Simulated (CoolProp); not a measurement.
n-pentane along the isotherm 346.85 °C: Z from the reference equation and from simpler models built on Tc = 196.5 °C, pc = 3.368 MPa, ω = 0.251; each cubic takes its own stable root.

Model: reference Helmholtz-energy equation of state, Thol 2019, in CoolProp.

```json
[
 {"p (MPa)": "0.105", "phase": "gas", "reference": "0.9960"},
 {"p (MPa)": "0.21", "phase": "gas", "reference": "0.9921"},
 {"p (MPa)": "0.316", "phase": "gas", "reference": "0.9880"},
 {"p (MPa)": "0.421", "phase": "gas", "reference": "0.9841"},
 {"p (MPa)": "0.526", "phase": "gas", "reference": "0.9801"},
 {"p (MPa)": "0.631", "phase": "gas", "reference": "0.9761"},
 {"p (MPa)": "0.737", "phase": "gas", "reference": "0.9721"},
 {"p (MPa)": "0.842", "phase": "gas", "reference": "0.9681"},
 {"p (MPa)": "0.947", "phase": "gas", "reference": "0.9642"},
 {"p (MPa)": "1.05", "phase": "gas", "reference": "0.9603"},
 {"p (MPa)": "1.16", "phase": "gas", "reference": "0.9561"},
 {"p (MPa)": "1.26", "phase": "gas", "reference": "0.9523"},
 {"p (MPa)": "1.37", "phase": "gas", "reference": "0.9482"},
 {"p (MPa)": "1.47", "phase": "gas", "reference": "0.9444"},
 {"p (MPa)": "1.58", "phase": "gas", "reference": "0.9403"},
 {"p (MPa)": "1.68", "phase": "gas", "reference": "0.9365"}
]
```

Q: How far does each simpler model (Redlich-Kwong, Soave-Redlich-Kwong) lie from the reference over these 16 states: mean and median of the absolute difference, and the worst?

A: 
- Redlich-Kwong: mean 0.6 %, median 0.6 %, worst -1.2 % at 346.85 °C and 1.68 MPa
- Soave-Redlich-Kwong: mean 0.2 %, median 0.2 %, worst +0.4 % at 346.85 °C and 1.68 MPa
